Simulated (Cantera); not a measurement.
Cantera run, input and output.

```python
import numpy as np
import cantera as ct

gas = ct.Solution("gri30.yaml")
gas.TPX = 1400, 2666, {'H2': 0.21, 'O2': 1}
reactor = ct.IdealGasConstPressureReactor(gas, energy="off", clone=False)
net = ct.ReactorNet([reactor])
net.rtol, net.atol = 1e-08, 1e-18
show = ['H2', 'O2', 'HO2', 'O', 'H', 'H2O2']
times = np.geomspace(0.0006, 2, 14)

steps = ct.SolutionArray(gas, extra=["t"])
rows = []
print(f"{'t/s':>10s}{'T/K':>9s}{'P/Pa':>11s}" + "".join(f"{s:>11s}" for s in show))
for t in times:
    while net.time < t:
        t_next = net.step()
        steps.append(gas.state, t=t_next)
    rows.append([np.interp(t, steps.t, y) for y in (steps.T, steps.P, *steps(*show).X.T)])
    print(f"{t:10.3e}{rows[-1][0]:9.1f}{rows[-1][1]:11.4g}" + "".join(f"{x:11.3e}" for x in rows[-1][2:]))
rate = np.gradient(steps.T, steps.t)
print("integrator steps:", len(steps.t))
if steps.T.max() > steps.T[0] + 200:
    print(f"time of steepest temperature rise: {steps.t[rate.argmax()]:.4e} s")
gas.TPX = 1400, 2666, {'H2': 0.21, 'O2': 1}
gas.equilibrate("TP")
print(f"equilibrium (TP): T = {gas.T:.1f} K  " + "  ".join(f"{s} {gas[s].X[0]:.3e}" for s in show))
```

It prints:

```
       t/s      T/K       P/Pa         H2         O2        HO2          O          H       H2O2
 6.000e-04   1400.0       2666  7.758e-03  7.133e-01  9.956e-06  8.238e-02  4.388e-02  3.535e-07
 1.120e-03   1400.0       2666  7.272e-03  7.209e-01  1.008e-05  7.603e-02  3.899e-02  3.598e-07
 2.090e-03   1400.0       2666  6.447e-03  7.337e-01  1.023e-05  6.524e-02  3.121e-02  3.689e-07
 3.901e-03   1400.0       2666  5.065e-03  7.527e-01  1.023e-05  4.907e-02  2.052e-02  3.721e-07
 7.280e-03   1400.0       2666  3.186e-03  7.753e-01  9.550e-06  2.954e-02  9.634e-03  3.476e-07
 1.359e-02   1400.0       2666  1.464e-03  7.939e-01  7.472e-06  1.317e-02  2.871e-03  2.741e-07
 2.536e-02   1400.0       2666  5.087e-04  8.038e-01  4.419e-06  4.513e-03  5.755e-04  1.765e-07
 4.732e-02   1400.0       2666  1.568e-04  8.076e-01  2.012e-06  1.385e-03  9.788e-05  9.911e-08
 8.832e-02   1400.0       2666  4.962e-05  8.089e-01  8.175e-07  4.382e-04  1.744e-05  5.274e-08
 1.648e-01   1400.0       2666  1.720e-05  8.095e-01  3.461e-07  1.522e-04  3.574e-06  2.782e-08
 3.077e-01   1400.0       2666  6.600e-06  8.097e-01  1.752e-07  5.857e-05  8.530e-07  1.484e-08
 5.742e-01   1400.0       2666  2.790e-06  8.098e-01  1.213e-07  2.482e-05  2.354e-07  8.188e-09
 1.072e+00   1400.0       2666  1.325e-06  8.098e-01  1.160e-07  1.181e-05  7.732e-08  4.937e-09
 2.000e+00   1400.0       2666  7.708e-07  8.099e-01  1.282e-07  6.881e-06  3.444e-08  3.570e-09
integrator steps: 1643
equilibrium (TP): T = 1400.0 K  H2 5.880e-07  O2 8.099e-01  HO2 1.385e-07  O 5.250e-06  H 2.300e-08  H2O2 3.121e-09
```

Cantera simulation using GRI-Mech 3.0 (53 species, 325 reactions); the numbers are that mechanism's predictions, not measurements. Radical loss at walls, strong at low pressure, is not modelled. The temperature is held fixed by assumption; the heat of reaction is taken as removed at once.
